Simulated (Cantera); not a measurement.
A Cantera script and its output.

```python
import numpy as np
import cantera as ct

gas = ct.Solution("gri30.yaml")
gas.TPX = 1325, 2400, {'N2O': 1, 'H2': 0.024, 'N2': 3}
inlet = ct.Reservoir(gas, clone=True)

reactor = ct.IdealGasConstPressureReactor(gas, energy="off", clone=False)
exhaust = ct.Reservoir(gas, clone=True)
tau = [23, 3.3, 0.49, 0.071, 0.01, 0.0015, 0.00023][0]
for a, b in ((inlet, reactor), (reactor, exhaust)):
    ct.MassFlowController(a, b, mdot=lambda t: reactor.mass / tau)
net = ct.ReactorNet([reactor])
show = ['N2O', 'H2', 'NO', 'H2O2', 'H', 'O2']

rows = []
print(f"{'tau/s':>10s}{'T/K':>9s}" + "".join(f"{s:>11s}" for s in show))
for tau in [23, 3.3, 0.49, 0.071, 0.01, 0.0015, 0.00023]:
    net.initial_time = 0.0
    net.advance(30 * tau)
    before = gas.X
    net.advance(40 * tau)
    drift = np.max(np.abs(gas.X - before) / (gas.X + 1e-9))
    rows.append([gas.T, *gas[show].X, drift])
    print(f"{tau:10.3e}{gas.T:9.1f}" + "".join(f"{x:11.3e}" for x in gas[show].X))
```

Output:

```
     tau/s      T/K        N2O         H2         NO       H2O2          H         O2
 2.300e+01   1325.0  5.643e-02  1.151e-05  2.368e-02  2.607e-10  9.496e-08  7.112e-02
 3.300e+00   1325.0  1.640e-01  7.310e-05  1.019e-02  4.230e-10  1.752e-07  2.989e-02
 4.900e-01   1325.0  2.268e-01  3.847e-04  2.088e-03  2.355e-09  7.609e-07  6.116e-03
 7.100e-02   1325.0  2.417e-01  1.645e-03  3.501e-04  1.253e-08  3.856e-06  8.981e-04
 1.000e-02   1325.0  2.468e-01  4.619e-03  7.049e-05  1.153e-08  8.247e-06  9.203e-05
 1.500e-03   1325.0  2.484e-01  5.890e-03  5.966e-06  9.848e-10  2.862e-06  8.876e-06
 2.300e-04   1325.0  2.485e-01  5.963e-03  2.866e-07  3.633e-12  3.066e-07  6.393e-07
```

Computed with Cantera and GRI-Mech 3.0 (53 species, 325 reactions). GRI-Mech 3.0 was tuned for natural gas; its chemistry of N2O as a main component is partial and can be far from experiment. Radical loss at walls, strong at low pressure, is not modelled. The mechanism lacks the step 2 NO + O2 → 2 NO2, which can matter for NO2 below about 1400 K. The temperature is held fixed by assumption; the heat of reaction is taken as removed at once.
